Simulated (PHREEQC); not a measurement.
## Acid mine or pickling water: an equilibrium model

A made-up water analysis in mg/L, 25 °C, pH 2.68, pe 11.4: Na 25.6; K 3.85; Ca 65.2; Mg 41.7; Cl 29.7; S(6) as SO4 538; N(5) as NO3 0.753; Mn(2) 0.156.

Valence states are taken as typed.

Model: ion-association model, wateq4f.dat, run in PHREEQC.

The ionic strength is 0.0158 mol/kgw and the total alkalinity comes out as -2.92 meq/kg. The charge-balance error is -6.8 %.

```
species  molality  activity   log γ
-------  --------  --------  ------
SO4-2     0.00415   0.00254  -0.213
H+        0.00233   0.00209  -0.047
Mg+2      0.00125  0.000781  -0.206
Ca+2      0.00124  0.000763  -0.210
Na+       0.00110  0.000972  -0.054
Cl-      0.000838  0.000737  -0.056
```

Precipitation was switched off in this run.
